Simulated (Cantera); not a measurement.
What does this Cantera script print?

```python
import numpy as np
import cantera as ct

gas = ct.Solution("gri30.yaml")
gas.TPX = 1250, 1000000, {'CH3OH': 1, 'O2': 2.88, 'N2': 10.8, 'CO2': 0.34}
reactor = ct.IdealGasConstPressureReactor(gas, energy="on", clone=False)
net = ct.ReactorNet([reactor])
net.rtol, net.atol = 1e-08, 1e-16
show = ['CH3OH', 'O2', 'CO2', 'NO', 'O']
times = np.geomspace(1e-06, 0.3, 15)

steps = ct.SolutionArray(gas, extra=["t"])
rows = []
print(f"{'t/s':>10s}{'T/K':>9s}{'P/Pa':>11s}" + "".join(f"{s:>11s}" for s in show))
for t in times:
    while net.time < t:
        t_next = net.step()
        steps.append(gas.state, t=t_next)
    rows.append([np.interp(t, steps.t, y) for y in (steps.T, steps.P, *steps(*show).X.T)])
    print(f"{t:10.3e}{rows[-1][0]:9.1f}{rows[-1][1]:11.4g}" + "".join(f"{x:11.3e}" for x in rows[-1][2:]))
rate = np.gradient(steps.T, steps.t)
print("integrator steps:", len(steps.t))
if steps.T.max() > steps.T[0] + 200:
    print(f"time of steepest temperature rise: {steps.t[rate.argmax()]:.4e} s")
gas.TPX = 1250, 1000000, {'CH3OH': 1, 'O2': 2.88, 'N2': 10.8, 'CO2': 0.34}
gas.equilibrate("HP")
print(f"equilibrium (HP): T = {gas.T:.1f} K  " + "  ".join(f"{s} {gas[s].X[0]:.3e}" for s in show))
```

Result:

```
       t/s      T/K       P/Pa      CH3OH         O2        CO2         NO          O
 1.000e-06   1250.0      1e+06  6.658e-02  1.917e-01  2.264e-02  1.162e-19  1.014e-10
 2.462e-06   1250.0      1e+06  6.658e-02  1.917e-01  2.264e-02  3.144e-19  1.046e-10
 6.060e-06   1250.0      1e+06  6.658e-02  1.917e-01  2.264e-02  8.288e-19  1.095e-10
 1.492e-05   1250.0      1e+06  6.658e-02  1.917e-01  2.264e-02  2.163e-18  1.146e-10
 3.672e-05   1250.0      1e+06  6.657e-02  1.917e-01  2.264e-02  5.671e-18  1.216e-10
 9.039e-05   1250.0      1e+06  6.656e-02  1.917e-01  2.264e-02  1.657e-17  1.497e-10
 2.225e-04   1250.1      1e+06  6.652e-02  1.917e-01  2.264e-02  9.377e-17  3.081e-10
 5.477e-04   1251.7      1e+06  6.561e-02  1.912e-01  2.263e-02  4.772e-15  4.328e-09
 1.348e-03   2319.2      1e+06  2.645e-19  8.812e-02  8.497e-02  2.277e-04  5.237e-04
 3.319e-03   2317.8      1e+06  2.607e-19  8.777e-02  8.498e-02  9.353e-04  5.185e-04
 8.170e-03   2314.7      1e+06  2.522e-19  8.699e-02  8.500e-02  2.501e-03  5.072e-04
 2.011e-02   2309.1      1e+06  2.376e-19  8.559e-02  8.503e-02  5.329e-03  4.873e-04
 4.951e-02   2303.3      1e+06  2.229e-19  8.411e-02  8.507e-02  8.310e-03  4.669e-04
 1.219e-01   2301.3      1e+06  2.183e-19  8.363e-02  8.508e-02  9.289e-03  4.604e-04
 3.000e-01   2301.3      1e+06  2.182e-19  8.361e-02  8.508e-02  9.322e-03  4.602e-04
integrator steps: 2052
time of steepest temperature rise: 7.8135e-04 s
equilibrium (HP): T = 2301.3 K  CH3OH 2.271e-19  O2 8.361e-02  CO2 8.508e-02  NO 9.322e-03  O 4.602e-04
```

Model: GRI-Mech 3.0 (53 species, 325 reactions), integrated in Cantera. GRI-Mech 3.0 was tuned for natural gas; its chemistry of methanol as a main component is partial and can be far from experiment.
